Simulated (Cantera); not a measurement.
Input: 1 mol Fe, 0.014 mol O2, 62 mol CO, 0.16 mol CO2, held at 1775 K.

These are equilibrium values from Cantera (NASA tables, ideal gas, pure condensed phases), not measurements of a reactor. Candidate condensed phases: C, Fe, Fe(CO)5, FeO, Fe2O3, Fe3O4; 15 gas species. Rates play no part.

Task: At 0.450 bar, list the 3 most abundant gas species with their mole fractions, and the condensed phases.

Result: CO 0.997, CO2 0.00302, Fe 4.53e-5. Condensed: Fe(δ).
